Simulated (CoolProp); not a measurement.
c-C4F8 (RC318) at 244.29 K and 0.0204 MPa is compressed adiabatically to 0.134 MPa with isentropic efficiency 0.75. Each further row changes one setting.

The numbers come from the reference Helmholtz-energy equation of state, Platzer 1990 in CoolProp. This equation is an older, rougher fit.

| case | work (kJ/kg) | final temperature (K) | final phase | final density (kg/m³) |
|---|---|---|---|---|
| as stated | 26.3 | 282.6 | gas | 12.0 |
| efficiency 1 | 19.7 | 274.1 | two-phase, vapour fraction 1.000 | 12.4 |
| efficiency 0.65 | 30.3 | 287.8 | gas | 11.7 |
